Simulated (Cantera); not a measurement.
Input: 1 mol SiO2, a varied amount of MgCl2, 0.49 mol O2, at 1448 K and 1.33 mbar.

These are equilibrium values from Cantera (NASA tables, ideal gas, pure condensed phases), not measurements of a reactor. Candidate condensed phases: Mg, MgCl2, MgO, MgSiO3, Mg2SiO4, Si, SiO2; 20 gas species. Mutual solubility and eutectic melting of coexisting phases are not modelled. The tables hold silica as quartz up to 1696 K and as liquid above; real silica turns to tridymite and cristobalite and melts near 1996 K. Condensed phases not in the tables: alloys, solid solutions and most ternary compounds. The numbers say what is thermodynamically allowed, not how fast it happens.

At 0.2 mol MgCl2, list the 6 most abundant gas species with their mole fractions, and the condensed phases.

O2 0.554, Cl 0.334, Cl2 0.0898, MgCl2 0.0218, ClO 0.000239, O 3.98e-5. Condensed: MgSiO3(s) + SiO2(β-quartz).
